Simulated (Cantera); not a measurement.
Source: NASA polynomial tables (part measured, part estimated), evaluated in Cantera. Values are per mole of reaction as written; species without (g) are pure solids or liquids, kept so even where they would boil at 1 bar.

3 F(g) + Al → AlF3(g)

| T (K) | ΔH° (kJ) | ΔS° (J/K) | ΔG° (kJ) | log10 K |
|---|---|---|---|---|
| 2698 | -1493.8 | -277.9 | -743.9 | 14.40 |
| 2748 | -1494.4 | -278.1 | -730.0 | 13.88 |
| 2798 | ___ | ___ | ___ | ___ |
| 2848 | -1495.5 | -278.6 | -702.2 | 12.88 |
| 2898 | ___ | ___ | ___ | ___ |
| 2948 | ___ | ___ | ___ | ___ |

### Question
Complete the blanks.

### Answer

- 2798, ΔH° (kJ): -1494.9
- 2798, ΔS° (J/K): -278.4
- 2798, ΔG° (kJ): -716.1
- 2798, log10 K: 13.37
- 2898, ΔH° (kJ): -1496.1
- 2898, ΔS° (J/K): -278.8
- 2898, ΔG° (kJ): -688.3
- 2898, log10 K: 12.41
- 2948, ΔH° (kJ): -1496.7
- 2948, ΔS° (J/K): -279.0
- 2948, ΔG° (kJ): -674.3
- 2948, log10 K: 11.95
